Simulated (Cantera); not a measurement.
An adiabatic, constant-volume homogeneous reactor starts with 16.3 % CH4, 1.55 % C2H6, 17.2 % O2, 64.9 % N2, equivalence ratio 2.2, at 1000 K and 0.430 bar.

Computed with Cantera and GRI-Mech 3.0 (53 species, 325 reactions).

Task: Predict: time of steepest temperature rise; temperature at 2.00 s; equilibrium temperature; x(O2) at 2.00 s; x(N2O) at 2.00 s; x(HCN) at 2.00 s.

Result: 
```
Item                                                                 Value
---------------------------------  ---------------------------------------
time of steepest temperature rise                                  0.223 s
temperature at 2.00 s                                               2297 K
equilibrium temperature                                             2297 K
x(O2) at 2.00 s                    1.11e-6 (gas-phase equilibrium 1.11e-6)
x(N2O) at 2.00 s                   1.48e-9 (gas-phase equilibrium 1.48e-9)
x(HCN) at 2.00 s                   2.10e-7 (gas-phase equilibrium 2.10e-7)
```
